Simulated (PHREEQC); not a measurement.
Solution (25 °C and 300 atm): 170 mmol/kgw CuCl2, 0.72 mmol/kgw H2SO4 and 100 mmol/kgw KCl. Closed to the air; pH follows from the charge balance.

Computed with PHREEQC (ion-association model, phreeqc.dat).

### Question
The ionic strength comes out as 0.536 mol/kgw. What activity coefficients do CuCl+, HSO4-, KSO4-, K+, H+ get?

### Answer
CuCl+ 0.65, HSO4- 0.74, KSO4- 0.69, K+ 0.64, H+ 0.77.

Precipitation was switched off in this run. Species that the database lacks are ignored. Under pressure, the constants of complexes without a molar volume in the database are unreliable.
